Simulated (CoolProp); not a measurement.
Dodecamethylpentasiloxane (MD3M) along the isobar 390 kPa: fugacity coefficient from the reference equation and from simpler models built on Tc = 628.0 K, pc = 954.0 kPa, ω = 0.730; each cubic takes its own stable root.

The numbers come from the reference Helmholtz-energy equation of state, Thol 2019 in CoolProp.

```
T (K)   phase  reference  van der Waals  Redlich-Kwong  Soave-Redlich-Kwong  Peng-Robinson
-----  ------  ---------  -------------  -------------  -------------------  -------------
557.8  liquid     0.6460         0.8390         0.8081               0.6711         0.6585
565.6  liquid     0.7225         0.8444         0.8156               0.7504         0.7354
573.4     gas     0.7843         0.8495         0.8228               0.8024         0.7894
581.1     gas     0.7966         0.8543         0.8295               0.8126         0.7996
588.9     gas     0.8081         0.8589         0.8360               0.8224         0.8093
596.7     gas     0.8187         0.8634         0.8421               0.8317         0.8185
604.5     gas     0.8285         0.8676         0.8479               0.8404         0.8272
612.2     gas     0.8375         0.8717         0.8534               0.8485         0.8353
620       gas     0.8461         0.8756         0.8587               0.8563         0.8431
```

At some of these states van der Waals, Redlich-Kwong gives the other phase, because its saturation line lies elsewhere.
